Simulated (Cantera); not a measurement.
Input: 1 mol AlN, 16 mol H2, 77 mol N2, at 1.33 mbar.

These are equilibrium values from Cantera (NASA tables, ideal gas, pure condensed phases), not measurements of a reactor. Candidate condensed phases: Al, AlN; 13 gas species. The numbers say what is thermodynamically allowed, not how fast it happens.

**Question.** At 1825 °C, list the 5 most abundant gas species with their mole fractions, and the condensed phases.

**Answer.** N2 0.807, H2 0.150, H 0.0327, Al 0.0104, AlH 3.34e-5. Condensed: gas only.
